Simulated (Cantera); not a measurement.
A closed system holds: 1 mol SiCl₄, a varied amount of O₃, 0.24 mol H₂O, held at 848 K and 0.110 bar.

Cantera equilibrium calculation (NASA polynomials, part measured and part estimated; ideal gas, pure solids and liquids). Candidate condensed phases: H₂O, Si, SiO₂; 30 gas species. The numbers say what is thermodynamically allowed, not how fast it happens.

**Question.** What share of the Si ends up in condensed phases as a function of n(O₃) (mol), at 0.28, 0.4, 0.56, 0.8, 1.1, 1.6, 2.3, 3.2, 4.5?

**Answer.** 
```csv
n(O₃) (mol),Si condensed (%),as
0.28,54.0,SiO₂(β-quartz)
0.4,72.0,SiO₂(β-quartz)
0.56,96.0,SiO₂(β-quartz)
0.8,100.0,SiO₂(β-quartz)
1.1,100.0,SiO₂(β-quartz)
1.6,100.0,SiO₂(β-quartz)
2.3,100.0,SiO₂(β-quartz)
3.2,100.0,SiO₂(β-quartz)
4.5,100.0,SiO₂(β-quartz)
```
